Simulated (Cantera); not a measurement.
Feed: 1 mol Fe3O4, 0.63 mol C, 19 mol H2, at 44.0 Pa.

These are equilibrium values from Cantera (NASA tables, ideal gas, pure condensed phases), not measurements of a reactor. Candidate condensed phases: C, C6H6, C7H8, C8H18, Fe, Fe(CO)5, FeO, Fe(OH)2, Fe(OH)3, Fe2O3, Fe3O4, H2O; 114 gas species. Kinetics and transport are ignored. All values below are at 1648 K.

Base state: H2 0.790, H2O 0.168, CO 0.0299, Fe 0.00593, H 0.00377, CO2 0.00198, OH 3.61e-5 (mole fractions); condensed: Fe(γ).

Problem. What changes in the equilibrium state with this change: H2 from 19 to 2.2 mol?

Solution. 
| species | before | after |
|---|---|---|
| H2 | 0.790 | 0.522 |
| H2O | 0.168 | 0.248 |
| CO | 0.0299 | 0.192 |
| CO2 | 0.00198 | 0.0285 |
| Fe | 0.00593 | 0.00593 |
| Fe(OH)2 | 4.24e-6 | 1.39e-5 |
| FeO | 8.99e-6 | 2.01e-5 |
| Fe(γ), mol | 2.88 | 0.402 |
| FeO(s), mol | 0 | 2.58 |
Mutual solubility and eutectic melting of coexisting phases are not modelled. The tables' stoichiometric FeO is somewhat more stable than real wüstite, so its field is too wide. FeO: taken at fixed stoichiometry.
